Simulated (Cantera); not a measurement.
A freely propagating, adiabatic, planar premixed flame of CO : H₂ : CH₄ : O₂ : N₂ = 1 : 0.065 : 0.053 : 0.58 : 2.18 (molar parts), unburnt at 373 K and 13300 Pa; mixture-averaged transport, grid criteria slope 0.08 and curve 0.16, no radiation.

Computed with Cantera and GRI-Mech 3.0 (53 species, 325 reactions). Burning velocities carry a grid error of a few per cent, more on coarse grids.

**Question.** What does this change do: inlet temperature 373 to 423 K?

**Answer.** 
| quantity | before | after |
|---|---|---|
| laminar burning velocity | 103 cm/s | 125 cm/s |
| thermal thickness | 5.61 mm | 5.65 mm |
| peak x(CH₂) | 3.32e-7 | 3.55e-7 |

**Question.** What does this change do: inlet temperature 373 to 425 K?

**Answer.** 
| quantity | before | after |
|---|---|---|
| laminar burning velocity | 103 cm/s | 126 cm/s |
| thermal thickness | 5.61 mm | 5.66 mm |
| peak x(CH₂) | 3.32e-7 | 3.56e-7 |
